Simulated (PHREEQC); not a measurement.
A solution holds 0.035 mol/kgw KOH, 0.0018 mol/kgw NaAlO2 and 0.0016 mol/kgw NaOH, at 9.8 °C. Closed to the air; pH follows from the charge balance.

Equilibrium calculation in PHREEQC: ion-association model, wateq4f.dat.

```yaml
pH: 13.03
ionic_strength: 0.0384 mol/kgw
total_alkalinity: 43.8 meq/kg
```

| species | molality | activity | log γ |
|---|---|---|---|
| OH- | 0.0366 | 0.0305 | -0.080 |
| K+ | 0.0350 | 0.0292 | -0.079 |
| Na+ | 0.00340 | 0.00286 | -0.075 |
| Al(OH)4- | 0.00180 | 0.00151 | -0.076 |

This is a speciation only: nothing precipitates in the calculation. Away from 25 °C the constants follow the database's enthalpies or fits; those with neither stay at their 25 °C values.
